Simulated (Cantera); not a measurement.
An isothermal, constant-pressure homogeneous reactor starts with NO : N2 = 1 : 3.6 (molar parts), at 1698 K and 1.78 atm.

Model: GRI-Mech 3.0 (53 species, 325 reactions), integrated in Cantera.

x: mole fraction; the columns are a selection and need not sum to one.

| t (s) | x NO | x O | x O2 | x NO2 | x N2 | x N2O |
|---|---|---|---|---|---|---|
| 0.000300 | 0.217 | ___ | 4.59e-9 | 2.25e-6 | 0.783 | 2.12e-6 |
| 0.000954 | 0.217 | ___ | 4.80e-8 | 8.00e-6 | 0.783 | 5.97e-6 |
| 0.00304 | 0.217 | ___ | 1.05e-6 | 2.94e-5 | 0.783 | 1.34e-5 |
| 0.00965 | 0.217 | ___ | 2.41e-5 | 7.73e-5 | 0.783 | 1.89e-5 |
| 0.0307 | 0.217 | ___ | 0.000176 | 9.29e-5 | 0.783 | 1.93e-5 |
| 0.0977 | 0.216 | ___ | 0.000678 | 0.000102 | 0.783 | 1.91e-5 |
| 0.311 | 0.213 | ___ | 0.00225 | 0.000126 | 0.785 | 1.85e-5 |
| 0.988 | 0.203 | ___ | 0.00702 | 0.000175 | 0.790 | 1.69e-5 |
| 3.14 | 0.177 | ___ | 0.0200 | 0.000238 | 0.803 | 1.28e-5 |
| 10.0 | 0.124 | ___ | 0.0466 | 0.000248 | 0.829 | 6.28e-6 |

What belongs in the gaps?


- 0.000300, x O: 1.14e-7
- 0.000954, x O: 2.22e-7
- 0.00304, x O: 5.94e-7
- 0.00965, x O: 1.36e-6
- 0.0307, x O: 1.60e-6
- 0.0977, x O: 1.76e-6
- 0.311, x O: 2.19e-6
- 0.988, x O: 3.15e-6
- 3.14, x O: 4.86e-6
- 10.0, x O: 7.20e-6
